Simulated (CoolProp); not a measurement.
Vinyl chloride along the isobar 4930 kPa: fugacity coefficient from the reference equation and from simpler models built on Tc = 151.9 °C, pc = 5600 kPa, ω = 0.160; each cubic takes its own stable root.

Computed with CoolProp (reference Helmholtz-energy equation of state, Thol 2022).

| T (°C) | phase | reference | Soave-Redlich-Kwong | Peng-Robinson |
|---|---|---|---|---|
| 84.25 | liquid | 0.3110 | 0.3177 | 0.3073 |
| 92.35 | liquid | 0.3556 | 0.3630 | 0.3510 |
| 100.35 | liquid | 0.4025 | 0.4105 | 0.3968 |
| 108.45 | liquid | 0.4527 | 0.4607 | 0.4453 |
| 116.55 | liquid | 0.5051 | 0.5128 | 0.4956 |
| 124.55 | liquid | 0.5587 | 0.5652 | 0.5464 |
| 132.65 | liquid | 0.6141 | 0.6184 | 0.5980 |
| 140.75 | liquid | 0.6695 | 0.6702 | 0.6484 |
| 148.75 | gas | 0.7050 | 0.7011 | 0.6792 |
| 156.85 | gas | 0.7257 | 0.7210 | 0.6988 |
